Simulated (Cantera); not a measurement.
## Equilibrium for silicon etching in halogen gases: Si + Br2 + H2

Feed: 1 mol Si, 0.82 mol Br2, a varied amount of H2, held at 500 °C and 1.00 bar.

Equilibrium computed with Cantera from the NASA thermochemical tables; the gas is ideal and each condensed phase is pure. Candidate condensed phases: Br2, Si; 19 gas species. The tables' values for SiBr3 are old estimates; treat these amounts as uncertain. Rates play no part.

```
n(H2) (mol)   x H2  x SiBr4  x SiHBr3    x HBr  x SiH2Br2  x SiBr3  n Si(s)
-----------  -----  -------  --------  -------  ---------  -------  -------
0.16         0.265    0.700    0.0329  0.00193   0.000722  4.58e-5    0.585
0.34         0.438    0.525    0.0341  0.00231    0.00103  3.69e-5    0.584
0.74         0.631    0.336    0.0293  0.00248    0.00119  2.64e-5    0.582
1.6          0.787    0.188    0.0212  0.00240    0.00111  1.71e-5    0.579
3.5          0.889   0.0942    0.0134  0.00214   0.000889  1.02e-5    0.577
7.5          0.944   0.0452   0.00796  0.00184   0.000654  5.86e-6    0.575
16           0.972   0.0210   0.00454  0.00154   0.000459  3.30e-6    0.574
```
x: gas mole fraction; n: condensed amount in mol.

From 0.16 mol H2 to 16 mol H2 the condensed part is Si(s). The main Si-bearing gas is SiBr4 throughout. The share of Si in condensed phases is highest at 0.16 mol H2 (58.5 %) and lowest at 16 mol H2 (57.4 %).
